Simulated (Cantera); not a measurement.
## Reactions in the system Na-O-S

Standard-state values (1 bar) from the NASA 1993 polynomials, evaluated with Cantera. Values are per mole of reaction as written; species without (g) are pure solids or liquids, kept so even where they would boil at 1 bar.

2 SO3(g) + 2 Na → Na2SO4 + SO2(g)

```
T (K)  ΔH° (kJ)  ΔS° (J/K)  ΔG° (kJ)  log10 K  condensed phases
-----  --------  ---------  --------  -------  ----------------
300      -893.1     -218.3    -827.6   144.10  Na(s), Na2SO4(s)
773      -876.4     -191.4    -728.5    49.22  Na(l), Na2SO4(s)
823      -874.6     -189.1    -719.0    45.63  Na(l), Na2SO4(s)
873      -872.7     -186.9    -709.6    42.45  Na(l), Na2SO4(s)
923      -870.6     -184.6    -700.3    39.63  Na(l), Na2SO4(s)
973      -868.5     -182.3    -691.1    37.10  Na(l), Na2SO4(s)
1023     -866.2     -180.1    -682.0    34.82  Na(l), Na2SO4(s)
1073     -863.9     -177.8    -673.1    32.77  Na(l), Na2SO4(s)
```

Na2S + 2 SO2(g) → Na2SO4 + 2 S

```
T (K)  ΔH° (kJ)  ΔS° (J/K)  ΔG° (kJ)  log10 K          condensed phases
-----  --------  ---------  --------  -------  ------------------------
300      -428.0     -378.8    -314.4    54.73  Na2S(s), Na2SO4(s), S(s)
773      -389.2     -302.4    -155.4    10.50  Na2S(s), Na2SO4(s), S(l)
823      -386.4     -299.0    -140.3     8.91  Na2S(s), Na2SO4(s), S(l)
873      -383.5     -295.6    -125.5     7.51  Na2S(s), Na2SO4(s), S(l)
923      -380.3     -292.0    -110.8     6.27  Na2S(s), Na2SO4(s), S(l)
973      -377.1     -288.6     -96.3     5.17  Na2S(s), Na2SO4(s), S(l)
1023     -373.9     -285.5     -81.9     4.18  Na2S(s), Na2SO4(s), S(l)
1073     -371.0     -282.6     -67.7     3.30  Na2S(s), Na2SO4(s), S(l)
```
